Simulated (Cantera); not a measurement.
An isothermal, constant-pressure homogeneous reactor starts with H2 : O2 : N2 = 0.021 : 1 : 3.5 (molar parts), at 998 K and 10.00 Torr.

Cantera simulation using GRI-Mech 3.0 (53 species, 325 reactions); the numbers are that mechanism's predictions, not measurements. Radical loss at walls, strong at low pressure, is not modelled.

x: mole fraction; the columns are a selection and need not sum to one.

```
t (s)        x H2   x O2      x OH      x NO       x O
--------  -------  -----  --------  --------  --------
4.00e-6   0.00464  0.221    <1e-12    <1e-12    <1e-12
1.94e-5   0.00464  0.221    <1e-12    <1e-12    <1e-12
9.43e-5   0.00464  0.221    <1e-12    <1e-12    <1e-12
0.000458  0.00464  0.221  1.20e-12    <1e-12  1.32e-12
0.00222   0.00464  0.221  1.40e-11    <1e-12  2.08e-11
0.0108    0.00464  0.221  5.75e-10    <1e-12   1.12e-9
0.0524    0.00251  0.220  0.000349  2.05e-10   0.00104
0.254     1.73e-5  0.219   9.02e-5   1.44e-8  0.000899
1.24      1.43e-6  0.219   2.58e-5   1.57e-8   8.11e-5
6.00          ___  0.219       ___   1.58e-8       ___
```

Question: What belongs in the gaps?

Answer: 
- 6.00, x H2: 7.09e-8
- 6.00, x OH: 6.17e-6
- 6.00, x O: 4.57e-6
